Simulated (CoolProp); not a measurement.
Vapour-liquid equilibrium of carbon dioxide (1) + carbonyl sulfide (2) at -0.35 °C; x and y are mole fractions of (1).

The numbers come from the multi-fluid Helmholtz-energy mixture model, Span 1996 and Lemmon 2006; pair parameters Bell 2016 in CoolProp.

Give the bubble pressure and the first vapour's composition at x = 0.2, 0.275, 0.5. Is there an azeotrope?

x = 0.2: 14.37 bar, y = 0.584; x = 0.275: 16.73 bar, y = 0.657; x = 0.5: 22.63 bar, y = 0.786. No azeotrope shows between x = 0.05 and 0.95.

The pair parameters rest on a limited set of measurements; away from them the model extrapolates.
